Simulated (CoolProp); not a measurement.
The fluid at 470.12 K and 0.239 MPa (gas) is heated at constant pressure to 514.3 K. The same conditions are run with several fluids, on thermodynamics alone (safety and materials aside).

The numbers come from the reference Helmholtz-energy equation of state of each fluid (n-hexane: Thol 2019; ammonia: Gao 2020; sulfur hexafluoride: Guder 2009) in CoolProp.

Q: Rank n-hexane, ammonia, sulfur hexafluoride by heat (kJ/kg), highest first.

A: n-hexane (112), ammonia (109), sulfur hexafluoride (38.7)

| fluid | final density (kg/m³) |
|---|---|
| n-hexane | 4.95 |
| ammonia | 0.955 |
| sulfur hexafluoride | 8.19 |
